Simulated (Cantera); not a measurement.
What does this Cantera script print?

```python
import numpy as np
import cantera as ct

gas_names = [...]  # 110 gases of nasa_gas.yaml made of C, H, O
cond_names = """
    C(gr) C6H6(L) C7H8(L) C8H18(L),n-octa H2O(s) H2O(L)
""".split()


# ... load() reads the species with a 1 bar reference pressure and builds the phases ...
atoms = {
    'CO2': {'C': 1, 'O': 2},
    'O2': {'O': 2},
    'H2': {'H': 2},
}
top_T = {'C(gr)': 4500}  # K; cautious upper limits of use, not melting points


# ... equilibrate(T, P, feed) seeds the gas with the atoms and calls Mixture.equilibrate('TP', solver="vcs", rtol=1e-11, max_steps=5000) ...
results = []
feed = {'CO2': 1, 'O2': 0.64, 'H2': 0.078}  # mol
P = 101325  # Pa
for T in [1150, 1250, 1350, 1450, 1550, 1650, 1750, 1850, 1950, 2050, 2150, 2250, 2350]:
    mix = equilibrate(T, P, feed)
    results.append((T, P, feed, dict(zip(mix.species_names, mix.species_moles))))

top = {s: max(r[3][s] / sum(r[3][g] for g in gas_names) for r in results) for s in gas_names}
cols = sorted((s for s in top if top[s] > 0.0001), key=lambda s: -top[s])[:7]
seen = [c for c in cond_names if any(r[3].get(c, 0) > 1e-12 for r in results)]
print("log10 of partial pressures in bar; condensed amounts in mol")
print(f"{'T/K':>10s}" + "".join(f"{s[:9]:>10s}" for s in cols + seen))
for T, P, feed, n in results:
    ng = sum(n[g] for g in gas_names)
    print(f"{T:10.4g}" + "".join(f"{np.log10(max(n[s] / ng * P / 1e5, 1e-99)):10.3f}" for s in cols)
          + "".join(f"{n.get(c, 0):10.4g}" for c in seen))
```

It prints:

```
log10 of partial pressures in bar; condensed amounts in mol
       T/K       CO2        O2       H2O        CO        OH         O        H2
      1150    -0.219    -0.440    -1.327    -8.291    -5.936    -8.301    -9.474
      1250    -0.219    -0.440    -1.327    -7.267    -5.345    -7.380    -8.569
      1350    -0.219    -0.440    -1.327    -6.396    -4.841    -6.595    -7.797
      1450    -0.219    -0.440    -1.327    -5.646    -4.407    -5.917    -7.131
      1550    -0.219    -0.440    -1.328    -4.994    -4.028    -5.327    -6.549
      1650    -0.219    -0.441    -1.328    -4.423    -3.696    -4.807    -6.038
      1750    -0.219    -0.441    -1.329    -3.917    -3.402    -4.346    -5.586
      1850    -0.220    -0.441    -1.331    -3.467    -3.140    -3.935    -5.182
      1950    -0.220    -0.441    -1.334    -3.065    -2.905    -3.566    -4.821
      2050    -0.222    -0.441    -1.338    -2.703    -2.695    -3.232    -4.497
      2150    -0.224    -0.441    -1.344    -2.376    -2.505    -2.930    -4.205
      2250    -0.228    -0.441    -1.354    -2.082    -2.334    -2.653    -3.943
      2350    -0.236    -0.440    -1.367    -1.816    -2.181    -2.401    -3.708
```

Equilibrium computed with Cantera from the NASA thermochemical tables; the gas is ideal and each condensed phase is pure.
